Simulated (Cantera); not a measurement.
Input: 1 mol Si2Cl6, 15 mol NH3, 1.2 mol N2, held at 1500 K and 0.100 bar.

Cantera equilibrium calculation (NASA polynomials, part measured and part estimated; ideal gas, pure solids and liquids). Candidate condensed phases: NH4Cl, Si, Si3N4; 28 gas species. The feed counts by its element totals alone. The tables' values for SiCl3 are old estimates; treat these amounts as uncertain. Rates play no part.

**Question.** What is the equilibrium state?

**Answer.** 
```
Property                              Value
--------------------------------  ---------
x(H2)                                 0.596
x(N2)                                 0.226
x(HCl)                                0.174
x(SiCl2)                            0.00267
x(SiCl3)                           0.000475
x(SiCl4)                           0.000268
x(SiHCl3)                           9.50e-5
x(H)                                4.30e-5
x(Cl)                               1.01e-5
n(Si3N4(s))                       0.628 mol
gas amount                        32.92 mol
log10 activity of Si(s) (absent)      -1.79
```
